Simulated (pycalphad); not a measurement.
An equivalent pycalphad script:

```python
from pycalphad import Database, equilibrium, calculate, variables as v
import numpy as np
db = Database('COST507.tdb')
comps = ['SN', 'SI', 'VA']
phases = ['BCT_A5', 'DIAMOND_A4', 'LIQUID']
eq = equilibrium(db, comps, phases, {v.X('SI'): 0.0825, v.T: np.arange(1400, 499, -20), v.P: 101325, v.N: 1}, output=['HM', 'SM'])
```

All values are pycalphad results on the COST 507 light-alloy database (1999) (1 atm), not direct measurements. The data set is of 1999 and partly superseded. Phase fractions are per mole of atoms.

Results at three of the temperatures:

```
T = 1240.00 K, P = 101325 Pa, N = 1 mol of atoms
G = -93035 J/mol, H = 34875 J/mol, S = 103.15 J/(mol K)  (SER reference)
chemical potentials (J/mol): Sn -97583, Si -42453
phase             fraction      x(Sn)      x(Si)
LIQUID              0.9405     0.9756     0.0244
DIAMOND_A4          0.0595    3.8e-07     1.0000
```

```
T = 1120.00 K, P = 101325 Pa, N = 1 mol of atoms
G = -80886 J/mol, H = 30429 J/mol, S = 99.39 J/(mol K)  (SER reference)
chemical potentials (J/mol): Sn -84900, Si -36244
phase             fraction      x(Sn)      x(Si)
LIQUID              0.9267     0.9900     0.0100
DIAMOND_A4          0.0733   4.14e-07     1.0000
```

```
T = 760.00 K, P = 101325 Pa, N = 1 mol of atoms
G = -47126 J/mol, H = 19560 J/mol, S = 87.74 J/(mol K)  (SER reference)
chemical potentials (J/mol): Sn -49579, Si -19839
phase             fraction      x(Sn)      x(Si)
LIQUID              0.9177     0.9998    0.00018
DIAMOND_A4          0.0823   4.08e-07     1.0000
```

Changes of the phase set, refined by bisection:

```json
[
 {"T (K)": "505.0", "phases above": "DIAMOND_A4 + LIQUID", "phases below": "BCT_A5 + DIAMOND_A4"}
]
```

DIAMOND_A4 is diamond (Si); BCT_A5 is bct (Sn).
